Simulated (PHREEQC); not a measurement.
Model water analysis in mg/kgw, 70 °C, pH 7.34, pe -1.3: Na 11.3; K 28.9; Ca 27; Mg 0.0312; Cl 42.2; S(6) as SO4 33; Alkalinity as HCO3 49.2; Zn 0.155.

Valence states are taken as typed.

Computed with PHREEQC (ion-association model, phreeqc.dat).

No solid was allowed to form.

Q: Order these Zn species by the share of Zn that they hold, largest first: ZnOH+, ZnCO3, Zn+2, ZnHCO3+, ZnSO4.

A: Zn+2 (58 %), ZnOH+ (22 %), ZnCO3 (11 %), ZnHCO3+ (4.4 %), ZnSO4 (3.3 %)

Q: Order these C species by the share of C that they hold, largest first: CaCO3, CO3-2, CaHCO3+, HCO3-, CO2.

A: HCO3- (91 %), CO2 (7.9 %), CaHCO3+ (0.78 %), CaCO3 (0.41 %), CO3-2 (0.18 %)

The pH is 7.34 and the ionic strength 0.00351 mol/kgw. At this temperature some constants are extrapolated from 25 °C, and those without enthalpy data are left unchanged. The database's zinc carbonate complexes are estimates, stronger than later reviews accept.
